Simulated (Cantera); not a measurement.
An adiabatic, constant-volume homogeneous reactor starts with CH4 : O2 : N2 = 1 : 2.35 : 8.85 (molar parts), at 1298 K and 0.630 bar. Integrator tolerance rtol = 1e-08.

Computed with Cantera and GRI-Mech 3.0 (53 species, 325 reactions).

Problem. What does this change do: pressure from 0.630 bar to 5.00 bar?

Solution. 
```json
[
 {"quantity": "time of steepest temperature rise", "before": "15.2 ms", "after": "2.62 ms"},
 {"quantity": "temperature at 0.600 s", "before": "2753 K", "after": "2901 K"},
 {"quantity": "equilibrium temperature", "before": "2753 K", "after": "2901 K"},
 {"quantity": "x(CH4) at 0.600 s", "before": "<1e-12 (gas-phase equilibrium <1e-12)", "after": "<1e-12 (gas-phase equilibrium <1e-12)"},
 {"quantity": "x(O2) at 0.600 s", "before": "0.0342 (gas-phase equilibrium 0.0342)", "after": "0.0300 (gas-phase equilibrium 0.0300)"},
 {"quantity": "x(O) at 0.600 s", "before": "0.00711 (gas-phase equilibrium 0.00711)", "after": "0.00410 (gas-phase equilibrium 0.00410)"},
 {"quantity": "x(N2O) at 0.600 s", "before": "8.07e-7 (gas-phase equilibrium 8.07e-7)", "after": "2.71e-6 (gas-phase equilibrium 2.71e-6)"},
 {"quantity": "x(CO) at 0.600 s", "before": "0.0289 (gas-phase equilibrium 0.0289)", "after": "0.0225 (gas-phase equilibrium 0.0225)"}
]
```

Problem. What does this change do: CH4 1 to 1.3 parts?

Solution. 
```csv
quantity,before,after
time of steepest temperature rise,15.2 ms,17.3 ms
temperature at 0.600 s,2753 K,2832 K
equilibrium temperature,2753 K,2832 K
x(CH4) at 0.600 s,<1e-12 (gas-phase equilibrium <1e-12),<1e-12 (gas-phase equilibrium <1e-12)
x(O2) at 0.600 s,0.0342 (gas-phase equilibrium 0.0342),0.0130 (gas-phase equilibrium 0.0130)
x(O) at 0.600 s,0.00711 (gas-phase equilibrium 0.00711),0.00582 (gas-phase equilibrium 0.00582)
x(N2O) at 0.600 s,8.07e-7 (gas-phase equilibrium 8.07e-7),5.46e-7 (gas-phase equilibrium 5.46e-7)
x(CO) at 0.600 s,0.0289 (gas-phase equilibrium 0.0289),0.0547 (gas-phase equilibrium 0.0547)
```
